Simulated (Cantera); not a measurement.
Mixture: CH4 : C2H6 : C3H8 : O2 : N2 = 1 : 0.04 : 0.089 : 2.58 : 6.72 (molar parts), equivalence ratio 1.0, at 1800 Torr, adiabatic and at constant pressure. Ignition delay is the time to a rise of 400 K.

Detailed kinetics in Cantera: GRI-Mech 3.0 (53 species, 325 reactions).

What does this change do: 0.019 parts H2 added?


```csv
quantity,before,after
delay at 1125 K,14.1 ms,12.1 ms
delay at 1200 K,4.32 ms,3.93 ms
delay at 1275 K,1.38 ms,1.30 ms
delay at 1350 K,0.483 ms,0.463 ms
delay at 1425 K,0.192 ms,0.186 ms
delay at 1500 K,86.9 µs,85.0 µs
delay at 1575 K,44.6 µs,43.8 µs
apparent activation energy between 1425 and 1575 K,180 kJ/mol,180 kJ/mol
```
